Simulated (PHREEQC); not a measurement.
Consider water at 20 °C with 5.4 mmol/kgw HF and 140 mmol/kgw NH4F. Closed to the air; pH follows from the charge balance.

Computed with PHREEQC (ion-association model, phreeqc.dat).

```tsv
quantity	before	after
pH	4.58	6.37
ionic strength (mol/kgw)	0.140	0.140
HF (mol/kgw)	0.00356	5.90e-5
HF2- (mol/kgw)	0.00180	3.02e-5
NH3 (mol/kgw)	1.47e-6	8.97e-5
```

**Question.** Name the change that produced these shifts.
A. NH4F replaced by (NH4)2HPO4 at the same molality
B. diluted 100-fold with water
C. HF left out
D. diluted 5-fold with water
E. HF from 0.0054 to 0.00594 mol/kgw

**Answer.** C, HF left out

Precipitation was switched off in this run.
